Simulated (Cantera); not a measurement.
An adiabatic, constant-pressure homogeneous reactor starts with CH4 : O2 : N2 = 1 : 2.27 : 6.14 (molar parts), equivalence ratio 0.88, at 975 K and 20.0 bar.

Model: GRI-Mech 3.0 (53 species, 325 reactions), integrated in Cantera. The pressure lies above the range GRI-Mech 3.0 was tuned for (to about 10 atm). Below about 1000 K GRI-Mech 3.0 lacks low-temperature oxidation paths.

Question: Predict: time of steepest temperature rise; temperature at 0.500 s; equilibrium temperature; x(O2) at 0.500 s; x(OH) at 0.500 s.

Answer: 
```
Quantity                                                           Value
---------------------------------  -------------------------------------
time of steepest temperature rise                                50.1 ms
temperature at 0.500 s                                            2791 K
equilibrium temperature                                           2791 K
x(O2) at 0.500 s                   0.0292 (gas-phase equilibrium 0.0292)
x(OH) at 0.500 s                   0.0132 (gas-phase equilibrium 0.0132)
```
